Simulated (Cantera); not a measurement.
What does this Cantera script print?

```python
import numpy as np
import cantera as ct

gas_names = """
    C CH CH2 CH3 CH2OH CH3O CH4 CH3OH CN CO CO2 COOH C2 C2H CHCO,ketyl C2H2,acetylene C2H2,vinylidene
    CH2CO,ketene C2H3,vinyl CH3CN CH3CO,acetyl C2H4 C2H4O,ethylen CH3CHO,ethanal CH3COOH (HCOOH)2 C2H5
    C2H6 CH3OCH3 C2H5OH CCN CNC C2N2 C2O C3 C3H3,propargyl C3H4,allene C3H4,propyne C3H4,cyclo-
    C3H5,allyl C3H6,propylene C3H6,cyclo- C3H6O C3H7,n-propyl C3H7,i-propyl C3H8 C3H8O,1propanol
    C3H8O,2propanol C3O2 C4 C4H2 C4H4,1,3-cyclo- C4H6,butadiene C4H6,2-butyne C4H6,cyclo- C4H8,1-butene
    C4H8,cis2-buten C4H8,tr2-butene C4H8,isobutene C4H8,cyclo- (CH3COOH)2 C4H9,n-butyl C4H9,i-butyl
    C4H9,s-butyl C4H9,t-butyl C4H10,isobutane C4H10,n-butane C4N2 C5 C5H6,1,3cyclo- C5H8,cyclo-
    C5H10,1-pentene C5H10,cyclo- C5H11,pentyl C5H11,t-pentyl C5H12,n-pentane C5H12,i-pentane
    CH3C(CH3)2CH3 C6H2 C6H5,phenyl C6H5O,phenoxy C6H6 C6H5OH,phenol C6H10,cyclo- C6H12,1-hexene
    C6H12,cyclo- C6H13,n-hexyl C7H7,benzyl C7H8 C7H8O,cresol C7H14,1-heptene C7H15,n-heptyl
    C7H16,n-heptane C8H8,styrene C8H10,ethylbenz C8H16,1-octene C8H17,n-octyl C8H18,isooctane
    C8H18,n-octane C9H19,n-nonyl C10H8,naphthale C10H21,n-decyl C12H9,o-bipheny C12H10,bipheny H HCN HCO
    HCCN HNC HNCO HNO HNO2 HNO3 HO2 H2 HCHO,formaldehy HCOOH H2O H2O2 N NCO NH NH2 NH3 NH2OH NO NO2 NO3
    N2 N2H2 N2H4 N2O O OH O2 O3
""".split()
cond_names = """
    C(gr) C6H6(L) C7H8(L) C8H18(L),n-octa H2O(s) H2O(L)
""".split()


def load(file, names, dense=False):
    # The tables refer to 1 bar. Condensed volumes are neglected.
    table = {s.name: s for s in ct.Species.list_from_file(file)}
    out = []
    for n in names:
        d = dict(table[n].input_data)
        d["thermo"] = dict(d["thermo"], **{"reference-pressure": 1e5})
        if dense:
            d["equation-of-state"] = {"model": "constant-volume", "density": "1e6 g/cm^3"}
        out.append(ct.Species.from_dict(d))
    return out


gas = ct.Solution(thermo="ideal-gas", species=load("nasa_gas.yaml", gas_names))
cond = {s.name: ct.Solution(thermo="fixed-stoichiometry", species=[s], name=s.name)
        for s in load("nasa_condensed.yaml", cond_names, dense=True)}
atoms = {
    'CH4': {'C': 1, 'H': 4},
    'H2O': {'H': 2, 'O': 1},
    'N2': {'N': 2},
}
top_T = {'C(gr)': 4500}  # K; cautious upper limits of use, not melting points


def equilibrate(T, P, feed):
    n = {}
    for name, mol in feed.items():
        for a, k in atoms[name].items():
            n[a] = n.get(a, 0.0) + k * mol
    gas.TPX = T, P, n
    mass = sum(n.values()) * gas.mean_molecular_weight
    gas.equilibrate("TP")
    valid = [c for c in cond.values() if c.min_temp <= T <= top_T.get(c.name, c.max_temp)]
    mix = ct.Mixture([(gas, mass / gas.mean_molecular_weight)] + [(c, 0.0) for c in valid])
    mix.T, mix.P = T, P
    mix.equilibrate("TP", solver="vcs", rtol=1e-11, max_steps=5000)
    return mix


results = []
feed = {'CH4': 1, 'H2O': 0.033, 'N2': 10}  # mol
P = 1300000  # Pa
for T in [1700, 1800, 1900, 2000, 2100, 2200, 2300, 2400, 2500, 2600, 2700, 2800, 2900, 3000]:
    mix = equilibrate(T, P, feed)
    results.append((T, P, feed, dict(zip(mix.species_names, mix.species_moles))))
    x = sorted(zip(gas.X, gas.species_names), reverse=True)
    print(f"T = {T:g} K  P = {P:g} Pa  gas = {mix.phase_moles(0):.4g} mol")
    print("   x: " + "  ".join(f"{s} {v:.3e}" for v, s in x if v > 1e-06))
    print("   condensed (mol): " + ("  ".join(f"{mix.phase(i).name} {mix.phase_moles(i):.4g}"
          for i in range(1, mix.n_phases) if mix.phase_moles(i) > 1e-12) or "none"))
```

It prints:

```
T = 1700 K  P = 1.3e+06 Pa  gas = 12.06 mol
   x: N2 8.284e-01  H2 1.670e-01  CO 2.733e-03  HCN 1.362e-03  CH4 3.971e-04  HNC 4.075e-05  NH3 2.939e-05  H 1.670e-05  C2H2,acetylene 1.226e-05  H2O 2.863e-06  C2H4 1.297e-06  CH3CN 1.142e-06
   condensed (mol): C(gr) 0.945
T = 1800 K  P = 1.3e+06 Pa  gas = 12.06 mol
   x: N2 8.278e-01  H2 1.667e-01  CO 2.734e-03  HCN 2.281e-03  CH4 2.780e-04  HNC 8.655e-05  H 4.055e-05  C2H2,acetylene 2.924e-05  NH3 2.350e-05  H2O 1.689e-06  C2H4 1.482e-06  CH3CN 1.398e-06  CH3 1.368e-06
   condensed (mol): C(gr) 0.9343
T = 1900 K  P = 1.3e+06 Pa  gas = 12.06 mol
   x: N2 8.270e-01  H2 1.661e-01  HCN 3.610e-03  CO 2.734e-03  CH4 2.015e-04  HNC 1.694e-04  H 8.969e-05  C2H2,acetylene 6.341e-05  NH3 1.918e-05  CH3 2.181e-06  CH3CN 1.671e-06  C2H4 1.662e-06  H2O 1.053e-06
   condensed (mol): C(gr) 0.9173
T = 2000 K  P = 1.3e+06 Pa  gas = 12.07 mol
   x: N2 8.260e-01  H2 1.651e-01  HCN 5.445e-03  CO 2.734e-03  HNC 3.094e-04  H 1.832e-04  CH4 1.504e-04  C2H2,acetylene 1.268e-04  NH3 1.592e-05  CH3 3.304e-06  CH3CN 1.954e-06  C2H4 1.833e-06  C2N2 1.504e-06
   condensed (mol): C(gr) 0.8925
T = 2100 K  P = 1.3e+06 Pa  gas = 12.07 mol
   x: N2 8.245e-01  H2 1.636e-01  HCN 7.877e-03  CO 2.734e-03  HNC 5.320e-04  H 3.495e-04  C2H2,acetylene 2.363e-04  CH4 1.148e-04  NH3 1.339e-05  CH3 4.781e-06  C2N2 3.670e-06  CH3CN 2.239e-06  C2H4 1.989e-06
   condensed (mol): C(gr) 0.8582
T = 2200 K  P = 1.3e+06 Pa  gas = 12.07 mol
   x: N2 8.227e-01  H2 1.616e-01  HCN 1.099e-02  CO 2.734e-03  HNC 8.679e-04  H 6.279e-04  C2H2,acetylene 4.141e-04  CH4 8.923e-05  NH3 1.137e-05  C2N2 8.254e-06  CH3 6.642e-06  CH3CN 2.518e-06  C2H4 2.124e-06  CN 1.520e-06
   condensed (mol): C(gr) 0.8124
T = 2300 K  P = 1.3e+06 Pa  gas = 12.07 mol
   x: N2 8.203e-01  H2 1.589e-01  HCN 1.483e-02  CO 2.733e-03  HNC 1.352e-03  H 1.070e-03  C2H2,acetylene 6.868e-04  CH4 7.029e-05  C2N2 1.728e-05  NH3 9.722e-06  CH3 8.891e-06  CN 4.247e-06  CH3CN 2.780e-06  C2H4 2.231e-06  C4H2 1.215e-06
   condensed (mol): C(gr) 0.7534
T = 2400 K  P = 1.3e+06 Pa  gas = 12.08 mol
   x: N2 8.173e-01  H2 1.555e-01  HCN 1.945e-02  CO 2.733e-03  HNC 2.020e-03  H 1.740e-03  C2H2,acetylene 1.084e-03  CH4 5.587e-05  C2N2 3.397e-05  CH3 1.150e-05  CN 1.087e-05  NH3 8.343e-06  C4H2 3.109e-06  CH3CN 3.015e-06  C2H4 2.305e-06
   condensed (mol): C(gr) 0.6794
T = 2500 K  P = 1.3e+06 Pa  gas = 12.08 mol
   x: N2 8.137e-01  H2 1.513e-01  HCN 2.485e-02  HNC 2.909e-03  CO 2.731e-03  H 2.712e-03  C2H2,acetylene 1.636e-03  C2N2 6.319e-05  CH4 4.462e-05  CN 2.579e-05  CH3 1.439e-05  C4H2 7.310e-06  NH3 7.166e-06  CH3CN 3.210e-06  C2H4 2.338e-06  C2H 2.107e-06  C2H2,vinylidene 1.275e-06
   condensed (mol): C(gr) 0.589
T = 2600 K  P = 1.3e+06 Pa  gas = 12.09 mol
   x: N2 8.095e-01  H2 1.461e-01  HCN 3.097e-02  H 4.069e-03  HNC 4.050e-03  CO 2.729e-03  C2H2,acetylene 2.369e-03  C2N2 1.119e-04  CN 5.714e-05  CH4 3.567e-05  CH3 1.745e-05  C4H2 1.592e-05  NH3 6.144e-06  C2H 5.808e-06  CH3CN 3.353e-06  C2H2,vinylidene 2.555e-06  C2H4 2.327e-06  CH2 1.036e-06
   condensed (mol): C(gr) 0.4811
T = 2700 K  P = 1.3e+06 Pa  gas = 12.1 mol
   x: N2 8.045e-01  H2 1.400e-01  HCN 3.773e-02  H 5.896e-03  HNC 5.466e-03  C2H2,acetylene 3.301e-03  CO 2.727e-03  C2N2 1.896e-04  CN 1.192e-04  C4H2 3.233e-05  CH4 2.843e-05  CH3 2.052e-05  C2H 1.476e-05  NH3 5.244e-06  C2H2,vinylidene 4.804e-06  CH3CN 3.435e-06  C2H4 2.268e-06  CH2 1.889e-06  C3H3,propargyl 1.252e-06  C4N2 1.213e-06  C2H3,vinyl 1.021e-06
   condensed (mol): C(gr) 0.3553
T = 2800 K  P = 1.3e+06 Pa  gas = 12.12 mol
   x: N2 7.987e-01  H2 1.329e-01  HCN 4.501e-02  H 8.274e-03  HNC 7.168e-03  C2H2,acetylene 4.434e-03  CO 2.723e-03  C2N2 3.090e-04  CN 2.357e-04  C4H2 6.158e-05  C2H 3.483e-05  CH3 2.341e-05  CH4 2.252e-05  C2H2,vinylidene 8.514e-06  NH3 4.446e-06  CH3CN 3.448e-06  CH2 3.259e-06  C4N2 2.808e-06  C3 2.429e-06  C2H4 2.161e-06  C3H3,propargyl 1.956e-06  C2H3,vinyl 1.478e-06  NH2 1.190e-06
   condensed (mol): C(gr) 0.2117
T = 2900 K  P = 1.3e+06 Pa  gas = 12.14 mol
   x: N2 7.923e-01  H2 1.249e-01  HCN 5.263e-02  H 1.127e-02  HNC 9.151e-03  C2H2,acetylene 5.755e-03  CO 2.719e-03  C2N2 4.860e-04  CN 4.440e-04  C4H2 1.105e-04  C2H 7.688e-05  CH3 2.592e-05  CH4 1.766e-05  C2H2,vinylidene 1.429e-05  C3 7.955e-06  C4N2 6.121e-06  CH2 5.336e-06  NH3 3.735e-06  CH3CN 3.388e-06  C3H3,propargyl 2.900e-06  C6H2 2.246e-06  C2H3,vinyl 2.042e-06  C2H4 2.011e-06  N 1.765e-06  NH2 1.468e-06  C 1.457e-06  NH 1.299e-06
   condensed (mol): C(gr) 0.05091
T = 3000 K  P = 1.3e+06 Pa  gas = 12.16 mol
   x: N2 7.887e-01  H2 1.209e-01  HCN 5.461e-02  H 1.523e-02  HNC 1.030e-02  C2H2,acetylene 5.883e-03  CO 2.713e-03  CN 7.099e-04  C2N2 5.818e-04  C2H 1.274e-04  C4H2 1.195e-04  CH3 2.615e-05  C2H2,vinylidene 1.855e-05  C3 1.661e-05  CH4 1.311e-05  C4N2 7.768e-06  CH2 7.659e-06  C 3.448e-06  N 3.430e-06  NH3 3.302e-06  C3H3,propargyl 3.004e-06  CH3CN 2.709e-06  C6H2 2.574e-06  C2H3,vinyl 2.240e-06  NH 2.090e-06  CH 1.941e-06  C2 1.907e-06  NH2 1.834e-06  C2H4 1.545e-06  CNC 1.527e-06
   condensed (mol): none
```

These are equilibrium values from Cantera (NASA tables, ideal gas, pure condensed phases), not measurements of a reactor.
